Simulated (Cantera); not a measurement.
Equilibrium for abatement and gas-phase synthesis: SF6 + H2O + O2

A closed system holds: 1 mol SF6, 2.6 mol H2O, 6.5 mol O2, at 1000 Pa.

Cantera equilibrium calculation (NASA polynomials, part measured and part estimated; ideal gas, pure solids and liquids). Candidate condensed phases: H2O, H2SO4, S; 43 gas species. Kinetics and transport are ignored.

```json
[
 {"T (°C)": "2300", "x O": "0.129", "x O2": "0.395", "x HF": "0.345", "x F": "0.0589", "x H": "0.00174", "x SO2": "0.0591", "x SO": "0.00790", "x S": "0.000257", "x OH": "0.00292"},
 {"T (°C)": "2350", "x O": "0.158", "x O2": "0.373", "x HF": "0.336", "x F": "0.0601", "x H": "0.00281", "x SO2": "0.0556", "x SO": "0.01000", "x S": "0.000430", "x OH": "0.00388"},
 {"T (°C)": "2400", "x O": "0.190", "x O2": "0.348", "x HF": "0.326", "x F": "0.0618", "x H": "0.00440", "x SO2": "0.0514", "x SO": "0.0124", "x S": "0.000701", "x OH": "0.00497"},
 {"T (°C)": "2450", "x O": "0.225", "x O2": "0.321", "x HF": "0.313", "x F": "0.0642", "x H": "0.00667", "x SO2": "0.0467", "x SO": "0.0151", "x S": "0.00112", "x OH": "0.00616"},
 {"T (°C)": "2500", "x O": "0.263", "x O2": "0.291", "x HF": "0.300", "x F": "0.0673", "x H": "0.00976", "x SO2": "0.0415", "x SO": "0.0179", "x S": "0.00173", "x OH": "0.00736"},
 {"T (°C)": "2550", "x O": "0.303", "x O2": "0.260", "x HF": "0.284", "x F": "0.0712", "x H": "0.0138", "x SO2": "0.0359", "x SO": "0.0206", "x S": "0.00262", "x OH": "0.00849"},
 {"T (°C)": "2600", "x O": "0.343", "x O2": "0.228", "x HF": "0.267", "x F": "0.0758", "x H": "0.0189", "x SO2": "0.0302", "x SO": "0.0231", "x S": "0.00386", "x OH": "0.00944"},
 {"T (°C)": "2650", "x O": "0.382", "x O2": "0.196", "x HF": "0.249", "x F": "0.0813", "x H": "0.0252", "x SO2": "0.0244", "x SO": "0.0251", "x S": "0.00551", "x OH": "0.0102"},
 {"T (°C)": "2700", "x O": "0.420", "x O2": "0.166", "x HF": "0.230", "x F": "0.0876", "x H": "0.0326", "x SO2": "0.0191", "x SO": "0.0262", "x S": "0.00760", "x OH": "0.0106"},
 {"T (°C)": "2750", "x O": "0.454", "x O2": "0.137", "x HF": "0.211", "x F": "0.0947", "x H": "0.0412", "x SO2": "0.0143", "x SO": "0.0264", "x S": "0.0101", "x OH": "0.0107"},
 {"T (°C)": "2800", "x O": "0.483", "x O2": "0.112", "x HF": "0.191", "x F": "0.103", "x H": "0.0508", "x SO2": "0.0103", "x SO": "0.0256", "x S": "0.0130", "x OH": "0.0105"},
 {"T (°C)": "2850", "x O": "0.508", "x O2": "0.0896", "x HF": "0.172", "x F": "0.111", "x H": "0.0612", "x SO2": "0.00709", "x SO": "0.0238", "x S": "0.0161", "x OH": "0.00998"},
 {"T (°C)": "2900", "x O": "0.528", "x O2": "0.0708", "x HF": "0.153", "x F": "0.120", "x H": "0.0723", "x SO2": "0.00471", "x SO": "0.0214", "x S": "0.0193", "x OH": "0.00932"}
]
```
x: gas mole fraction; nothing condenses.

From 2300 °C to 2900 °C nothing is condensed.
